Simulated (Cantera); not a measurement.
Thermodynamics of abatement and gas-phase synthesis, feed CS2 + O2

Charge: 1 mol CS2, 1 mol O2, equilibrated at 1850 K.

Equilibrium computed with Cantera from the NASA thermochemical tables; the gas is ideal and each condensed phase is pure. Candidate condensed phases: C, S; 22 gas species. The ideal-gas law is rough above about 30 bar. Kinetics and transport are ignored.

From 10.0 Pa to 300 bar nothing is condensed. The main C-bearing gas is CO at 10.0 Pa and CO2 at 300 bar.

```csv
P (Pa),x S2,x CO,x CO2,x SO2,x SO,x S,x COS,x S2O
10,0.262,0.385,0.0353,0.124,0.136,0.0563,6.40e-5,0.000606
84,0.309,0.376,0.0603,0.143,0.0894,0.0211,0.000197,0.00125
710,0.340,0.352,0.0954,0.148,0.0546,0.00762,0.000561,0.00233
6000,0.364,0.315,0.140,0.140,0.0318,0.00271,0.00151,0.00409
50000,0.384,0.271,0.190,0.125,0.0179,0.000965,0.00385,0.00682
420000,0.400,0.222,0.242,0.106,0.00975,0.000339,0.00935,0.0110
3600000,0.409,0.173,0.288,0.0862,0.00517,0.000117,0.0215,0.0173
30000000,0.406,0.125,0.323,0.0714,0.00277,4.05e-5,0.0446,0.0266
```
x: gas mole fraction; nothing condenses.
